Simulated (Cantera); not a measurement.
A closed system holds: 1 mol CH₃SiCl₃, 0.41 mol C₃H₈, a varied amount of H₂, at 2150 °C and 0.133 bar.

These are equilibrium values from Cantera (NASA tables, ideal gas, pure condensed phases), not measurements of a reactor. Candidate condensed phases: C, C₆H₆, C₇H₈, C₈H₁₈, Si, SiC; 109 gas species. The feed counts by its element totals alone. The tables' values for SiCl are old estimates; treat these amounts as uncertain. Gases not in the tables: Si₂H₆ and higher silanes. Equilibrium is a limit: real reactors are often held back by kinetics, nucleation or transport.

x: gas mole fraction; n: condensed amount in mol.

```csv
n(H₂) (mol),x H₂,x H,x HCl,x C₂H₂ (acetylene),x Si,x Cl,x SiC₂,n C(graphite),n SiC(s)
84,0.908,0.0463,0.0308,0.00703,0.00391,(withheld),0.000807,0.359,0.380
110,0.915,0.0465,0.0239,0.00709,0.00391,(withheld),0.000807,0.0691,0.220
150,0.923,0.0467,0.0178,0.00603,0.00391,(withheld),0.000682,0,0
190,0.929,0.0468,0.0143,0.00490,0.00333,(withheld),0.000468,0,0
260,0.935,0.0470,0.0105,0.00371,0.00263,(withheld),0.000278,0,0
340,0.939,0.0471,0.00813,0.00290,0.00212,(withheld),0.000175,0,0
450,0.942,0.0472,0.00618,0.00224,0.00167,(withheld),0.000106,0,0
```

Task: Complete the blanks.

Result: 
- 84, x Cl: 0.00112
- 110, x Cl: 0.000866
- 150, x Cl: 0.000642
- 190, x Cl: 0.000512
- 260, x Cl: 0.000377
- 340, x Cl: 0.000290
- 450, x Cl: 0.000220
